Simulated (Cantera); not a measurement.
Feed: 1 mol TEOS, 0.1 mol O2, 2.6 mol N2, equilibrated at 623.15 K and 1.00 Torr.

These are equilibrium values from Cantera (NASA tables, ideal gas, pure condensed phases), not measurements of a reactor. Candidate condensed phases: C, C6H6, C7H8, C8H18, H2O, Si, SiC, SiO2, Si2N2O, Si3N4; 151 gas species. The feed counts by its element totals alone. Equilibrium is a limit: real reactors are often held back by kinetics, nucleation or transport.

Base state: H2 0.637, N2 0.202, H2O 0.0838, CO2 0.0368, CH4 0.0275, CO 0.0132 (mole fractions); condensed: C(graphite) + SiO2(α-quartz).

**Question.** What changes in the equilibrium state with this change: temperature from 623.15 K to 1625 K?

**Answer.** 
| species | before | after |
|---|---|---|
| H2 | 0.637 | 0.594 |
| CO | 0.0132 | 0.249 |
| N2 | 0.202 | 0.154 |
| H2O | 0.0838 | 1.47e-7 |
| CO2 | 0.0368 | 1.99e-8 |
| CH4 | 0.0275 | 6.91e-7 |
| SiO | <1e-9 | 0.000790 |
| H | <1e-9 | 0.00149 |
| HCN | <1e-9 | 0.000721 |
| C(graphite), mol | 7.00 | 2.81 |
| SiO2(α-quartz), mol | 1.00 | 0 |
| SiC(s), mol | 0 | 0.987 |

**Question.** What changes in the equilibrium state with this change: temperature from 623.15 K to 1973.15 K?

**Answer.** 
```
species              before     after
-------------------  ------  --------
H2                    0.637     0.570
CO                   0.0132     0.244
N2                    0.202     0.150
H2O                  0.0838   2.42e-8
H                     <1e-9    0.0279
CO2                  0.0368   2.31e-9
CH4                  0.0275   1.98e-7
SiO                   <1e-9   0.00213
HCN                   <1e-9   0.00388
Si                    <1e-9   0.00118
C2H2 (acetylene)      <1e-9  0.000365
HNC                   <1e-9  0.000210
SiC2                  <1e-9   4.29e-5
C(graphite), mol       7.00      2.81
SiO2(α-quartz), mol    1.00         0
SiC(s), mol               0     0.941
```
